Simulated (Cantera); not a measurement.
A closed system holds: 1 mol C₂F₆, 0.82 mol F₂, 1.2 mol H₂, at 1.00 bar.

Equilibrium computed with Cantera from the NASA thermochemical tables; the gas is ideal and each condensed phase is pure. Candidate condensed phases: C, C₆H₆, C₇H₈, C₈H₁₈; 110 gas species. Ions and electrons are included (thermal ionisation). The feed counts by its element totals alone. The numbers say what is thermodynamically allowed, not how fast it happens. All values below are at 3977 °C.

Base state: F 0.572, HF 0.204, CF 0.0742, H 0.0634, C 0.0414, C₃ 0.0231, C₂ 0.0155, CF₂ 0.00460 (mole fractions); condensed: gas only.

Q: What changes in the equilibrium state with this change: pressure from 1.00 bar to 6.30 Pa?

A: 
```tsv
species	before	after
F	0.572	0.634
H	0.0634	0.199
C	0.0414	0.166
HF	0.204	4.47e-5
C₃	0.0231	5.87e-9
CF	0.0742	2.08e-5
C₂	0.0155	1.56e-5
CF₂	0.00460	<1e-9
C₂H	0.00106	<1e-9
C₅	0.000219	<1e-9
```
